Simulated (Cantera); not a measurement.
An isothermal, constant-pressure homogeneous reactor starts with C₂H₆ : N₂ = 1 : 32 (molar parts), at 1523 K and 1.70 bar. Integrator tolerance rtol = 1e-08.

Detailed kinetics in Cantera: GRI-Mech 3.0 (53 species, 325 reactions). GRI-Mech 3.0 stops at C3 and has no aromatics, soot or wall deposition, so with more carbon than oxygen in the feed, carbon stays in small species such as C2H2 where larger ones or solid carbon would form.

```json
[
 {"quantity": "x(C₂H₆) at 40.0 s", "before": "3.62e-7 (gas-phase equilibrium 1.06e-7)", "after": "7.15e-8 (gas-phase equilibrium <1e-12)"},
 {"quantity": "x(HCN) at 40.0 s", "before": "3.26e-7 (gas-phase equilibrium 0.0409)", "after": "7.51e-6 (gas-phase equilibrium 0.0418)"},
 {"quantity": "x(H) at 40.0 s", "before": "4.12e-6 (gas-phase equilibrium 4.19e-6)", "after": "6.14e-5 (gas-phase equilibrium 0.000321)"},
 {"quantity": "x(C₂H) at 40.0 s", "before": "4.51e-9 (gas-phase equilibrium 1.21e-9)", "after": "6.92e-8 (gas-phase equilibrium 9.36e-8)"},
 {"quantity": "x(CH₂) at 40.0 s", "before": "2.35e-10 (gas-phase equilibrium 1.25e-10)", "after": "9.91e-8 (gas-phase equilibrium 1.30e-10)"},
 {"quantity": "x(C₂H₄) at 40.0 s", "before": "0.000549 (gas-phase equilibrium 0.000155)", "after": "3.07e-5 (gas-phase equilibrium 2.95e-8)"},
 {"quantity": "x(H₂) at 40.0 s", "before": "0.0533 (gas-phase equilibrium 0.0552)", "after": "0.0508 (gas-phase equilibrium 0.0570)"}
]
```

Question: What was changed between the two runs?
A. C2H6 1 to 1.3 parts
B. pressure from 1.70 bar to 0.225 Torr
C. temperature 1523 to 2000 K
D. temperature 1523 to 1050 K

Answer: B, pressure from 1.70 bar to 0.225 Torr
